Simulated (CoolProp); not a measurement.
Saturation properties of fluoroethane (R161) (Tc = 375.2 K, pc = 50.10 bar, ω = 0.216).

Values from CoolProp's reference Helmholtz-energy equation of state, Wu 2012.

```json
[
 {"T (K)": "257.5", "p (bar)": "2.517", "liquid cp (kJ/(kg K))": "2.046", "vapour Z": "0.9340"},
 {"T (K)": "267", "p (bar)": "3.548", "liquid cp (kJ/(kg K))": "2.094", "vapour Z": "0.9157"},
 {"T (K)": "276.5", "p (bar)": "4.871", "liquid cp (kJ/(kg K))": "2.147", "vapour Z": "0.8946"},
 {"T (K)": "286", "p (bar)": "6.536", "liquid cp (kJ/(kg K))": "2.207", "vapour Z": "0.8704"},
 {"T (K)": "295.5", "p (bar)": "8.594", "liquid cp (kJ/(kg K))": "2.275", "vapour Z": "0.8431"},
 {"T (K)": "305", "p (bar)": "11.10", "liquid cp (kJ/(kg K))": "2.351", "vapour Z": "0.8124"},
 {"T (K)": "314.5", "p (bar)": "14.10", "liquid cp (kJ/(kg K))": "2.440", "vapour Z": "0.7779"},
 {"T (K)": "323.9", "p (bar)": "17.62", "liquid cp (kJ/(kg K))": "2.548", "vapour Z": "0.7396"},
 {"T (K)": "333.4", "p (bar)": "21.80", "liquid cp (kJ/(kg K))": "2.691", "vapour Z": "0.6959"}
]
```

It boils at 235.6 K under 1 atm.
